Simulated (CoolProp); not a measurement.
R22 along the isobar 23.5 MPa: fugacity coefficient from the reference equation and from simpler models built on Tc = 369.3 K, pc = 4.990 MPa, ω = 0.221; each cubic takes its own stable root.

Computed with CoolProp (reference Helmholtz-energy equation of state, Kamei 1995).

```csv
T (K),phase,reference
149.7,liquid,1.726e-5
180,liquid,0.0003731
210.2,liquid,0.002883
240.4,liquid,0.01213
270.6,liquid,0.03452
300.9,liquid,0.07558
331.1,liquid,0.1369
361.3,liquid,0.2160
```

### Question
How far does each simpler model (van der Waals, Soave-Redlich-Kwong, Peng-Robinson) lie from the reference over these 8 states: mean and median of the absolute difference, and the worst?

### Answer
- van der Waals: mean 5541.2 %, median 408.7 %, worst +36643.9 % at 149.7 K and 23.5 MPa
- Soave-Redlich-Kwong: mean 8.8 %, median 8.5 %, worst +12.6 % at 149.7 K and 23.5 MPa
- Peng-Robinson: mean 3.8 %, median 1.3 %, worst +18.7 % at 149.7 K and 23.5 MPa
